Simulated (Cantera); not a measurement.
Input: 1 mol Si3N4, 48 mol Cl2, 1.1 mol N2, at 702 °C and 1.20 mbar.

These are equilibrium values from Cantera (NASA tables, ideal gas, pure condensed phases), not measurements of a reactor. Candidate condensed phases: Si, Si3N4; 13 gas species. Kinetics and transport are ignored.

Problem. What is the equilibrium state?

Solution. 
```json
{
  "x(Cl2)": "0.867",
  "x(N2)": "0.0642",
  "x(SiCl4)": "0.0621",
  "x(Cl)": "0.00711",
  "gas_amount": "48.27 mol",
  "log10 activity of Si(s) (absent)": "-26.77"
}
```
